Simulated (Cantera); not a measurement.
A Cantera script and its output.

```python
import numpy as np
import cantera as ct

gas = ct.Solution("gri30.yaml")
gas.TPX = 1298, 310000, {'CH4': 1, 'C2H6': 0.054, 'O2': 2.3, 'N2': 8.76}
reactor = ct.IdealGasReactor(gas, energy="on", clone=False)
net = ct.ReactorNet([reactor])
net.rtol, net.atol = 1e-08, 1e-16
show = ['CH4', 'C2H6', 'O2', 'CH3', 'C2H', 'H2O2']
times = np.geomspace(9e-06, 0.2, 11)

steps = ct.SolutionArray(gas, extra=["t"])
rows = []
print(f"{'t/s':>10s}{'T/K':>9s}{'P/Pa':>11s}" + "".join(f"{s:>11s}" for s in show))
for t in times:
    while net.time < t:
        t_next = net.step()
        steps.append(gas.state, t=t_next)
    rows.append([np.interp(t, steps.t, y) for y in (steps.T, steps.P, *steps(*show).X.T)])
    print(f"{t:10.3e}{rows[-1][0]:9.1f}{rows[-1][1]:11.4g}" + "".join(f"{x:11.3e}" for x in rows[-1][2:]))
rate = np.gradient(steps.T, steps.t)
print("integrator steps:", len(steps.t))
if steps.T.max() > steps.T[0] + 200:
    print(f"time of steepest temperature rise: {steps.t[rate.argmax()]:.4e} s")
gas.TPX = 1298, 310000, {'CH4': 1, 'C2H6': 0.054, 'O2': 2.3, 'N2': 8.76}
gas.equilibrate("UV")
print(f"equilibrium (UV): T = {gas.T:.1f} K  " + "  ".join(f"{s} {gas[s].X[0]:.3e}" for s in show))
```

Result:

```
       t/s      T/K       P/Pa        CH4       C2H6         O2        CH3        C2H       H2O2
 9.000e-06   1298.0    3.1e+05  8.255e-02  4.457e-03  1.899e-01  1.543e-06  4.743e-24  2.043e-09
 2.449e-05   1298.0    3.1e+05  8.255e-02  4.455e-03  1.899e-01  4.183e-06  3.513e-22  1.562e-08
 6.662e-05   1298.0    3.1e+05  8.254e-02  4.450e-03  1.899e-01  1.123e-05  3.905e-20  1.167e-07
 1.813e-04   1298.1    3.1e+05  8.250e-02  4.430e-03  1.898e-01  2.954e-05  8.764e-18  6.530e-07
 4.931e-04   1300.7  3.107e+05  8.205e-02  4.354e-03  1.894e-01  5.180e-05  1.193e-15  1.793e-06
 1.342e-03   1357.8  3.252e+05  7.441e-02  3.624e-03  1.824e-01  2.075e-04  4.564e-12  2.675e-05
 3.650e-03   2917.4  7.231e+05  1.742e-14  1.266e-27  2.053e-02  1.124e-13  1.716e-18  8.650e-07
 9.931e-03   2917.4  7.231e+05  1.742e-14  1.266e-27  2.053e-02  1.124e-13  1.716e-18  8.650e-07
 2.702e-02   2917.4  7.231e+05  1.742e-14  1.266e-27  2.053e-02  1.124e-13  1.716e-18  8.650e-07
 7.351e-02   2917.4  7.231e+05  1.742e-14  1.266e-27  2.053e-02  1.124e-13  1.716e-18  8.650e-07
 2.000e-01   2917.4  7.231e+05  1.742e-14  1.266e-27  2.053e-02  1.124e-13  1.716e-18  8.650e-07
integrator steps: 2120
time of steepest temperature rise: 1.4991e-03 s
equilibrium (UV): T = 2917.4 K  CH4 2.248e-14  C2H6 1.996e-27  O2 2.053e-02  CH3 1.450e-13  C2H 1.820e-18  H2O2 8.650e-07
```

Model: GRI-Mech 3.0 (53 species, 325 reactions), integrated in Cantera.
